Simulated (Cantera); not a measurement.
Charge: 1 mol Si3N4, 0.31 mol CO2, 100 mol H2, held at 29.0 Pa.

Equilibrium computed with Cantera from the NASA thermochemical tables; the gas is ideal and each condensed phase is pure. Candidate condensed phases: C, C6H6, C7H8, C8H18, H2O, Si, SiC, SiO2, Si2N2O, Si3N4; 151 gas species. Mutual solubility and eutectic melting of coexisting phases are not modelled. Gases not in the tables: Si2H6 and higher silanes. Kinetics and transport are ignored.

**Question.** Which condensed phases are stable at each of these points (T (°C)): 1000, 1050, 1100, 1150, 1200, 1250, 1300, 1350, 1400, 1450, 1500, 1550, 1600?

**Answer.** 
| T (°C) | condensed phases | Si condensed (%) |
|---|---|---|
| 1000 | SiC(s) + Si2N2O(s) + Si3N4(s) | 100.0 |
| 1050 | SiC(s) + Si2N2O(s) + Si3N4(s) | 99.9 |
| 1100 | Si(s) + SiC(s) + Si2N2O(s) + Si3N4(s) | 99.7 |
| 1150 | Si(s) + SiC(s) + Si2N2O(s) | 96.8 |
| 1200 | Si(s) + SiC(s) | 79.8 |
| 1250 | Si(s) + SiC(s) | 79.7 |
| 1300 | Si(s) + SiC(s) | 79.3 |
| 1350 | Si(s) + SiC(s) | 78.2 |
| 1400 | Si(s) + SiC(s) | 75.0 |
| 1450 | Si(l) + SiC(s) | 68.1 |
| 1500 | Si(l) + SiC(s) | 53.9 |
| 1550 | Si(l) + SiC(s) | 24.4 |
| 1600 | SiC(s) | 3.8 |

From 1000 °C to 1050 °C the condensed part is SiC(s) + Si2N2O(s) + Si3N4(s). At 1100 °C the condensed part is Si(s) + SiC(s) + Si2N2O(s) + Si3N4(s). At 1150 °C the condensed part is Si(s) + SiC(s) + Si2N2O(s). From 1200 °C to 1400 °C the condensed part is Si(s) + SiC(s). From 1450 °C to 1550 °C the condensed part is Si(l) + SiC(s). At 1600 °C the condensed part is SiC(s).
